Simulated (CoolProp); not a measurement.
A Linde-Hampson liquefier for oxygen: isothermal reversible compression at 300 K from 1 atm to 5 MPa, throttling to 1 atm, return gas leaving the recuperator 5 K below the feed. Each further row changes one setting.

Values from CoolProp's reference Helmholtz-energy equation of state, Schmidt 1985.

```json
[
 {"case": "as stated", "liquid yield per pass": "___", "compression work (kJ/kg of gas)": "302"},
 {"case": "high pressure 10 MPa", "liquid yield per pass": "0.047", "compression work (kJ/kg of gas)": "___"},
 {"case": "warm-end temperature 330 K", "liquid yield per pass": "___", "compression work (kJ/kg of gas)": "___"},
 {"case": "warm-end gap 10 K", "liquid yield per pass": "___", "compression work (kJ/kg of gas)": "302"}
]
```

**Question.** Fill in the missing entries.

**Answer.** 
- as stated, liquid yield per pass: 0.018
- high pressure 10 MPa, compression work (kJ/kg of gas): 354
- warm-end temperature 330 K, liquid yield per pass: 0.012
- warm-end temperature 330 K, compression work (kJ/kg of gas): 333
- warm-end gap 10 K, liquid yield per pass: 0.007

Above 300 K oxygen's equation is extrapolated.
